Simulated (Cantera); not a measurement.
## Equilibrium for carbon deposition, reforming and gasification: CO + CO₂

Charge: 1 mol CO, 0.24 mol CO₂, equilibrated at 1325 K and 500 Pa.

Cantera equilibrium calculation (NASA polynomials, part measured and part estimated; ideal gas, pure solids and liquids). Candidate condensed phases: C; 12 gas species. Kinetics and transport are ignored.

```json
{
  "x(CO)": "0.806",
  "x(CO₂)": "0.194",
  "gas_amount": "1.240 mol",
  "log10 activity of C(graphite) (absent)": "-4.19"
}
```
